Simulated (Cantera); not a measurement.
# Gas activation for diamond growth

A perfectly stirred reactor is fed with CH4 : H2 : N2 : H2O = 0.0096 : 1 : 0.00042 : 0.026 (molar parts), at 135 Torr; it is held at 2523 K, and followed from long to short residence time.

Model: GRI-Mech 3.0 (53 species, 325 reactions), integrated in Cantera.

```
τ (s)      x CH4   x H2    x C2H2    x C2H4    x C2H6     x CH3     x H
------  --------  -----  --------  --------  --------  --------  ------
12       1.39e-7  0.913  4.55e-10    <1e-12    <1e-12   1.69e-7  0.0630
2.8      5.97e-7  0.913   6.26e-9  2.93e-12    <1e-12   7.28e-7  0.0629
0.64     2.68e-6  0.914   1.13e-7  5.69e-11    <1e-12   3.23e-6  0.0622
0.15     1.27e-5  0.916   2.27e-6   1.18e-9  5.22e-12   1.46e-5  0.0597
0.033    7.71e-5  0.924   6.02e-5   3.38e-8  1.72e-10   7.63e-5  0.0514
0.0075  0.000387  0.934  0.000706   5.26e-7   3.54e-9  0.000296  0.0400
0.0017   0.00131  0.941   0.00195   3.14e-6   3.18e-8  0.000753  0.0301
```
x: mole fraction; the columns are a selection and need not sum to one.
